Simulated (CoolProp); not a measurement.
Vapour-liquid equilibrium of R125 (1) + R245fa (2) at 177 kPa; x and y are mole fractions of (1).

Model: multi-fluid Helmholtz-energy mixture model, Lemmon 2005 and Akasaka 2015; pair parameters Bell 2016, in CoolProp.

```json
[
 {"x": "0.05", "bubble temperature (K)": "292.7", "y at the bubble point": "0.335", "dew temperature at overall composition x (K)": "301.6", "liquid density (mol/L)": "10.13"},
 {"x": "0.125", "bubble temperature (K)": "280.8", "y at the bubble point": "0.612", "dew temperature at overall composition x (K)": "…", "liquid density (mol/L)": "10.44"},
 {"x": "0.2", "bubble temperature (K)": "272.1", "y at the bubble point": "0.754", "dew temperature at overall composition x (K)": "297.2", "liquid density (mol/L)": "10.69"},
 {"x": "0.275", "bubble temperature (K)": "…", "y at the bubble point": "0.834", "dew temperature at overall composition x (K)": "294.8", "liquid density (mol/L)": "10.90"},
 {"x": "0.35", "bubble temperature (K)": "…", "y at the bubble point": "0.883", "dew temperature at overall composition x (K)": "292.2", "liquid density (mol/L)": "11.08"},
 {"x": "0.425", "bubble temperature (K)": "256.0", "y at the bubble point": "0.915", "dew temperature at overall composition x (K)": "289.3", "liquid density (mol/L)": "11.25"},
 {"x": "0.5", "bubble temperature (K)": "252.5", "y at the bubble point": "0.937", "dew temperature at overall composition x (K)": "286.2", "liquid density (mol/L)": "11.41"},
 {"x": "0.575", "bubble temperature (K)": "249.4", "y at the bubble point": "0.954", "dew temperature at overall composition x (K)": "…", "liquid density (mol/L)": "11.55"},
 {"x": "0.65", "bubble temperature (K)": "246.7", "y at the bubble point": "0.967", "dew temperature at overall composition x (K)": "278.8", "liquid density (mol/L)": "11.69"},
 {"x": "0.725", "bubble temperature (K)": "244.4", "y at the bubble point": "0.977", "dew temperature at overall composition x (K)": "274.1", "liquid density (mol/L)": "11.82"},
 {"x": "0.8", "bubble temperature (K)": "242.2", "y at the bubble point": "0.985", "dew temperature at overall composition x (K)": "268.5", "liquid density (mol/L)": "11.95"},
 {"x": "0.875", "bubble temperature (K)": "240.2", "y at the bubble point": "0.991", "dew temperature at overall composition x (K)": "261.1", "liquid density (mol/L)": "12.06"},
 {"x": "0.95", "bubble temperature (K)": "238.3", "y at the bubble point": "0.997", "dew temperature at overall composition x (K)": "…", "liquid density (mol/L)": "12.17"}
]
```

### Question
What belongs in the gaps?

### Answer

- 0.125, dew temperature at overall composition x (K): 299.5
- 0.275, bubble temperature (K): 265.4
- 0.35, bubble temperature (K): 260.2
- 0.575, dew temperature at overall composition x (K): 282.7
- 0.95, dew temperature at overall composition x (K): 250.2

No azeotrope shows between x = 0.05 and 0.95.

The pair parameters rest on a limited set of measurements; away from them the model extrapolates.
